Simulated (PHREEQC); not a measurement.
Make-up at 4.7 °C: 0.024 mol/kgw K2CO3, 5.7e-05 mol/kgw KNO3 and 0.0044 mol/kgw CuSO4. Closed to the air; pH follows from the charge balance.

Model: ion-association model, wateq4f.dat, run in PHREEQC.

No solid was allowed to form.

Q: What pH, ionic strength does the model give?

A: pH 10.54; ionic strength 0.0669 mol/kgw.

Q: In which forms is S present?

A: SO4-2 91 %, KSO4- 8.9 % of the S.

The solution is supersaturated, for example in Malachite, Cu(OH)2, so a real one may precipitate; this is no full list. Complexes and solids missing from the database can't appear. Away from 25 °C the constants follow the database's enthalpies or fits; those with neither stay at their 25 °C values. The database's constant for dissolved Cu(OH)2 is higher than later reviews accept.
